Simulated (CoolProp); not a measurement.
Vapour pressure (MPa) of CF4 (R14): the reference equation beside estimates from Tc = -45.8 °C, pc = 3.762 MPa, ω = 0.178. Clausius-Clapeyron is anchored at -91.45 °C with a constant enthalpy of vaporisation of 9.624 kJ/mol.

The numbers come from the reference Helmholtz-energy equation of state, Platzer 1990 in CoolProp. This equation is an older, rougher fit; its heat capacities, sound speeds and derivatives of the liquid may be far off and weren't checked against measurements.

| T (°C) | reference | Lee-Kesler | Clausius-Clapeyron | Redlich-Kwong | Soave-Redlich-Kwong | Peng-Robinson |
|---|---|---|---|---|---|---|
| -129.15 | 0.09368 | 0.09338 | 0.1428 | 0.1328 | 0.09357 | 0.09461 |
| -119.75 | 0.1753 | 0.1762 | 0.2337 | 0.2389 | 0.1761 | 0.1764 |
| -110.25 | 0.3046 | 0.3076 | 0.3629 | 0.3987 | 0.3075 | 0.3060 |
| -100.85 | 0.4930 | 0.4989 | 0.5348 | 0.6206 | 0.4999 | 0.4953 |
| -91.45 | 0.7570 | 0.7660 | 0.7570 | 0.9175 | 0.7702 | 0.7615 |
| -82.05 | 1.113 | 1.125 | 1.036 | 1.300 | 1.135 | 1.122 |
| -72.55 | 1.586 | 1.599 | 1.380 | 1.785 | 1.618 | 1.601 |
| -63.15 | 2.186 | 2.199 | 1.786 | 2.370 | 2.228 | 2.209 |
| -53.75 | 2.947 | 2.960 | 2.262 | 3.070 | 2.986 | 2.972 |

Absolute difference from the reference over all 9 rows, mean and median: Lee-Kesler 0.8 and 0.8 %, Clausius-Clapeyron 19.4 and 18.3 %, Redlich-Kwong 22.0 and 21.2 %, Soave-Redlich-Kwong 1.3 and 1.4 %, Peng-Robinson 0.8 and 0.8 %.
